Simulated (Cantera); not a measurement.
Input (Python, Cantera) and output of one run.

```python
import numpy as np
import cantera as ct

gas_names = """
    H HNO HNO2 HNO3 HO2 H2 H2O H2O2 N NH NH2 NH3 NH2OH NO NO2 NO3 N2 N2H2 N2H4 N2O O OH O2 O3 Si SiH
    SiH2 SiH3 SiH4 SiN SiO SiO2 Si2 Si2N Si3
""".split()
cond_names = """
    H2O(s) H2O(L) Si(cr) Si(L) SiO2(Lqz) SiO2(hqz) SiO2(L) Si2N2O(s) Si3N4(a)
""".split()


# ... load() reads the species with a 1 bar reference pressure and builds the phases ...
atoms = {
    'Si3N4': {'Si': 3, 'N': 4},
    'N2O': {'N': 2, 'O': 1},
    'H2': {'H': 2},
}
top_T = {'Si2N2O(s)': 2100, 'Si3N4(a)': 2400}  # K; cautious upper limits of use, not melting points


# ... equilibrate(T, P, feed) seeds the gas with the atoms and calls Mixture.equilibrate('TP', solver="vcs", rtol=1e-11, max_steps=5000) ...
results = []
feed = {'Si3N4': 1, 'N2O': 0.57, 'H2': 12}  # mol
T = 1123  # K
P = 1300  # Pa
mix = equilibrate(T, P, feed)
results.append((T, P, feed, dict(zip(mix.species_names, mix.species_moles))))
x = sorted(zip(gas.X, gas.species_names), reverse=True)
print(f"T = {T:g} K  P = {P:g} Pa  gas = {mix.phase_moles(0):.4g} mol")
print("   x: " + "  ".join(f"{s} {v:.3e}" for v, s in x if v > 0.0001))
print("   condensed (mol): " + ("  ".join(f"{mix.phase(i).name} {mix.phase_moles(i):.4g}"
      for i in range(1, mix.n_phases) if mix.phase_moles(i) > 1e-12) or "none"))
```

Result:

```
T = 1123 K  P = 1300 Pa  gas = 12.76 mol
   x: H2 9.404e-01  N2 5.956e-02
   condensed (mol): Si2N2O(s) 0.57  Si3N4(a) 0.62
```

Equilibrium computed with Cantera from the NASA thermochemical tables; the gas is ideal and each condensed phase is pure. Mutual solubility and eutectic melting of coexisting phases are not modelled.
